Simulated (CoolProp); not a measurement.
Methanol at 388.62 K and 0.478 MPa flows at 15 m/s in a round tube of 2 mm bore and 15 µm roughness, fully developed (64/Re and Nu = 3.66 if laminar; Colebrook and Gnielinski if turbulent). Each further row changes one setting.

Computed with CoolProp (reference Helmholtz-energy equation of state, de Reuck 1993).

| case | Reynolds number | Darcy friction factor | pressure drop (Pa/m) | heat-transfer coefficient (W/(m² K)) | mass flow (kg/h) |
|---|---|---|---|---|---|
| as stated | 12800 | 0.0394 | 11600 | 933 | 0.887 |
| velocity 30 m/s | 25500 | 0.0371 | 43600 | 1850 | 1.77 |
| diameter 4 mm | 25500 | 0.0318 | 4670 | 811 | 3.55 |

Viscosity comes from a separate model (Xiang 2006). Thermal conductivity comes from a separate model (Sykioti 2013).
